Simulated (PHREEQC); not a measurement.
0.087 g of hydrous ferric oxide (600 m²/g; 0.2 weak and 0.005 strong sites per Fe, Dzombak-Morel constants, diffuse double layer) in 1 kg of water with 0.05 mol/kgw of an inert sodium salt and 2.7e-06 mol/kgw Na2SO4 and 0.00057 mol/kgw ZnCl2, at 25 °C; the pH is set by adding NaOH or the inert anion's acid. Oxygen is held at 0.21 atm. CO2 from the air is kept out. Precipitation was switched off in this run.

All values are PHREEQC results (ion-association model, wateq4f.dat), not measurements.

Predict S sorbed (%) at pH = 4, 9.


| pH | S sorbed (%) |
|---|---|
| 4 | 98.4 |
| 9 | 0.3 |

Along this series the solution becomes supersaturated in solids that the run did not let form, among them Zn(OH)2-a, Zn4(OH)6SO4, Zn5(OH)8Cl2. Species that the database lacks are ignored. The oxide is taken as insoluble; below pH 4 it would dissolve.
